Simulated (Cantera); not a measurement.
Cantera run, input and output.

```python
import numpy as np
import cantera as ct

gas = ct.Solution("h2o2.yaml")


def delay(T, t_max=10):
    gas.TPX = T, 150000, {'H2': 1, 'O2': 0.98, 'N2': 3.69}
    reactor = ct.IdealGasReactor(gas, clone=False)
    net = ct.ReactorNet([reactor])
    net.rtol, net.atol = 1e-8, 1e-16
    while net.time < t_max:
        t_old, T_old = net.time, reactor.T
        net.step()
        if reactor.T > T + 400:  # ignition: a rise of 400 K
            return t_old + (T + 400 - T_old) / (reactor.T - T_old) * (net.time - t_old)
    return np.nan


taus = []
for T in [925, 1025, 1125, 1225, 1325, 1425, 1525, 1625]:
    taus.append(delay(T))
    print(f"T0 = {T:6g} K   tau = {taus[-1]:.4e} s")

# d ln(tau) / d ln(k), from doubling and halving each rate constant
T, sens = 1625, []
for i in range(gas.n_reactions):
    gas.set_multiplier(2.0, i)
    up = delay(T)
    gas.set_multiplier(0.5, i)
    down = delay(T)
    gas.set_multiplier(1.0, i)
    sens.append((np.log(up / down) / np.log(4.0), gas.reaction(i).equation))
sens.sort(key=lambda x: -abs(x[0]))
print(f"sensitivities at {T} K")
for s, eq in sens[:10]:
    print(f"{s:8.3f}  {eq}")
```

It prints:

```
T0 =    925 K   tau = 1.3255e-01 s
T0 =   1025 K   tau = 2.1446e-04 s
T0 =   1125 K   tau = 5.4519e-05 s
T0 =   1225 K   tau = 2.8634e-05 s
T0 =   1325 K   tau = 1.8513e-05 s
T0 =   1425 K   tau = 1.3609e-05 s
T0 =   1525 K   tau = 1.1106e-05 s
T0 =   1625 K   tau = 9.9277e-06 s
sensitivities at 1625 K
  -0.331  H + O2 <=> O + OH
  -0.166  H + O2 + H2O <=> HO2 + H2O
  -0.132  H2 + O <=> H + OH
  -0.094  H2 + OH <=> H + H2O
  -0.078  H + OH + M <=> H2O + M
  -0.069  H + O2 + N2 <=> HO2 + N2
  -0.048  H + HO2 <=> H2 + O2
  -0.029  H + O2 + M <=> HO2 + M
  -0.016  2 OH (+M) <=> H2O2 (+M)
  -0.013  2 H + H2O <=> H2 + H2O
```

Cantera simulation using the H2/O2 subset of GRI-Mech 3.0, which has no nitrogen chemistry; the numbers are that mechanism's predictions, not measurements. Below about 950 K walls govern HO2 and H2O2 in real vessels. Where the delays flatten at high temperature, the 400 K rule measures the pace of heat release, not the induction time.
